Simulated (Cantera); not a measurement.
A Cantera script and what it prints.

```python
import numpy as np
import cantera as ct

gas_names = [...]  # 110 gases of nasa_gas.yaml made of C, H, O
cond_names = """
    C(gr) C6H6(L) C7H8(L) C8H18(L),n-octa H2O(s) H2O(L)
""".split()


# ... load() reads the species with a 1 bar reference pressure and builds the phases ...
atoms = {
    'acetone': {'C': 3, 'H': 6, 'O': 1},
    'O2': {'O': 2},
}
top_T = {'C(gr)': 4500}  # K; cautious upper limits of use, not melting points


# ... equilibrate(T, P, feed) seeds the gas with the atoms and calls Mixture.equilibrate('TP', solver="vcs", rtol=1e-11, max_steps=5000) ...
results = []
feed = {'acetone': 1, 'O2': 1}  # mol
T = 1623.15  # K
P = 133.322  # Pa
mix = equilibrate(T, P, feed)
results.append((T, P, feed, dict(zip(mix.species_names, mix.species_moles))))
print(gas.report(threshold=0.001))
for i in range(1, mix.n_phases):
    print(f"{mix.phase(i).name:16s} {mix.phase_moles(i):12.5e} mol")
```

Result:

```
       temperature   1623.2 K
          pressure   133.32 Pa
           density   0.00014821 kg/m^3
  mean mol. weight   15.003 kg/kmol
   phase of matter   gas

                          1 kg             1 kmol
                     ---------------   ---------------
          enthalpy       -8.8005e+05       -1.3203e+07  J
   internal energy       -1.7796e+06       -2.6699e+07  J
           entropy             18472        2.7714e+05  J/K
    Gibbs function       -3.0864e+07       -4.6305e+08  J
 heat capacity c_p            2275.8             34144  J/K
 heat capacity c_v            1721.6             25830  J/K

                      mass frac. Y      mole frac. X     chem. pot. / RT
                     ---------------   ---------------   ---------------
                CO           0.93285           0.49966           -42.517
                 H        8.9978e-05         0.0013392           -13.075
                H2          0.067052           0.49899           -26.151
     [ +107 minor]        4.0219e-06        2.4623e-06

C(gr)             0.00000e+00 mol
```

Equilibrium computed with Cantera from the NASA thermochemical tables; the gas is ideal and each condensed phase is pure. The feed counts by its element totals alone.
